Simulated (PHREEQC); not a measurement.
1 kg of water holding 0.13 mol/kgw Na2CO3 meets 20 L of dry gas (CO2 0.72, H2S 0.28 by moles) at fixed total pressure, at 80 °C; fugacities by Peng-Robinson. The gases take part in no redox reaction, some water evaporates into the gas, and hydrates or a liquid gas phase aren't modelled. Nothing may precipitate in this run.

Model: ion-association model, phreeqc.dat, run in PHREEQC.

```json
[
 {"P (atm)": "1", "dissolved CO2 (all carbonate carbon) (mol/kgw)": "0.176", "φ of CO2": "0.998", "p of CO2 (atm)": "0.428", "dissolved H2S (mol/kgw)": "0.0795", "φ of H2S": "0.996"},
 {"P (atm)": "2", "dissolved CO2 (all carbonate carbon) (mol/kgw)": "0.178", "φ of CO2": "0.994", "p of CO2 (atm)": "1.18", "dissolved H2S (mol/kgw)": "0.104", "φ of H2S": "0.990"},
 {"P (atm)": "3", "dissolved CO2 (all carbonate carbon) (mol/kgw)": "0.184", "φ of CO2": "0.991", "p of CO2 (atm)": "1.92", "dissolved H2S (mol/kgw)": "0.120", "φ of H2S": "0.985"},
 {"P (atm)": "5", "dissolved CO2 (all carbonate carbon) (mol/kgw)": "0.198", "φ of CO2": "0.984", "p of CO2 (atm)": "3.37", "dissolved H2S (mol/kgw)": "0.144", "φ of H2S": "0.976"},
 {"P (atm)": "7.5", "dissolved CO2 (all carbonate carbon) (mol/kgw)": "0.217", "φ of CO2": "0.976", "p of CO2 (atm)": "5.19", "dissolved H2S (mol/kgw)": "0.171", "φ of H2S": "0.963"},
 {"P (atm)": "10", "dissolved CO2 (all carbonate carbon) (mol/kgw)": "0.237", "φ of CO2": "0.968", "p of CO2 (atm)": "7.00", "dissolved H2S (mol/kgw)": "0.195", "φ of H2S": "0.951"},
 {"P (atm)": "15", "dissolved CO2 (all carbonate carbon) (mol/kgw)": "0.276", "φ of CO2": "0.953", "p of CO2 (atm)": "10.6", "dissolved H2S (mol/kgw)": "0.241", "φ of H2S": "0.927"}
]
```

Away from 25 °C the constants follow the database's enthalpies or fits; those with neither stay at their 25 °C values.
